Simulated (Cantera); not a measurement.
Feed: 1 mol MgO, 0.085 mol SO₂, 0.48 mol H₂O, held at 1873 K and 450 Torr.

These are equilibrium values from Cantera (NASA tables, ideal gas, pure condensed phases), not measurements of a reactor. Candidate condensed phases: H₂O, H₂SO₄, Mg, MgO, Mg(OH)₂, MgS, MgSO₄, S; 26 gas species. Kinetics and transport are ignored.

Base state: H₂O 0.844, SO₂ 0.150, H₂ 0.00304, O₂ 0.00138, OH 0.000990, SO 0.000227, H 4.60e-5, SO₃ 3.54e-5 (mole fractions); condensed: MgO(s).

Question: What changes in the equilibrium state with this change: temperature from 1873 K to 975 K?

Answer: 
```
species        before    after
-----------  --------  -------
H₂O             0.844    0.850
SO₂             0.150    0.150
SO₃           3.54e-5  3.56e-6
H₂            0.00304  3.56e-6
O₂            0.00138    <1e-9
Mg(OH)₂       1.12e-5    <1e-9
OH           0.000990  1.21e-9
H             4.60e-5    <1e-9
SO           0.000227  1.17e-8
O             1.13e-5    <1e-9
MgO(s), mol     1.000     1.00
```
